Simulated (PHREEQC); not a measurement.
## Mixed reagents with alkaline etch or developer: speciation

Solution A (0.027 mol LiNO3 and 4.5e-05 mol NiCl2 per kg of water) is mixed with solution B (1.4 mmol/kgw LiOH, 0.016 mmol/kgw H4SiO4 and 0.17 mmol/kgw Na2CO3) at 20 °C; shares are by mass of water, 1 kg in all. Oxygen is held at 0.21 atm. CO2 from the air is kept out. Solids allowed: Ni(OH)2, NiCO3, SiO2(a), Halite, Nahcolite, Natron. Others were left out.

Computed with PHREEQC (ion-association model, wateq4f.dat).

| share of solution B | pH | Ni(OH)2 (mol) | Ni+2 (mol/kgw) | H3SiO4- (mol/kgw) | CO3-2 (mol/kgw) | HCO3- (mol/kgw) |
|---|---|---|---|---|---|---|
| 0 | 7.01 | 0 | 4.50e-5 | 0 | 0 | 0 |
| 0.1 | 9.94 | 4.05e-5 | 6.28e-10 | 8.90e-7 | 6.12e-6 | 1.09e-5 |
| 0.2 | 10.44 | 3.60e-5 | 6.07e-11 | 2.55e-6 | 2.17e-5 | 1.23e-5 |
| 0.3 | 10.67 | 3.15e-5 | 2.06e-11 | 4.16e-6 | 3.80e-5 | 1.30e-5 |
| 0.4 | 10.82 | 2.70e-5 | 9.98e-12 | 5.76e-6 | 5.45e-5 | 1.35e-5 |
| 0.5 | 10.94 | 2.25e-5 | 5.72e-12 | 7.35e-6 | 7.10e-5 | 1.38e-5 |
| 0.6 | 11.03 | 1.80e-5 | 3.61e-12 | 8.93e-6 | 8.76e-5 | 1.42e-5 |
| 0.7 | 11.11 | 1.35e-5 | 2.41e-12 | 1.05e-5 | 0.000104 | 1.45e-5 |
| 0.8 | 11.17 | 8.99e-6 | 1.68e-12 | 1.21e-5 | 0.000121 | 1.49e-5 |
| 0.9 | 11.23 | 4.49e-6 | 1.18e-12 | 1.37e-5 | 0.000137 | 1.54e-5 |
| 1 | 11.29 | 0 | 0 | 1.52e-5 | 0.000153 | 1.61e-5 |

Ni(OH)2 from share of solution B = 0.1 (pH 9.94), last present at share of solution B = 0.9.

Complexes and solids missing from the database can't appear. The database's Ni(OH)2 is the aged solid; a fresh precipitate is more soluble. The database's nickel carbonate constants are estimates that later reviews lower a good deal.
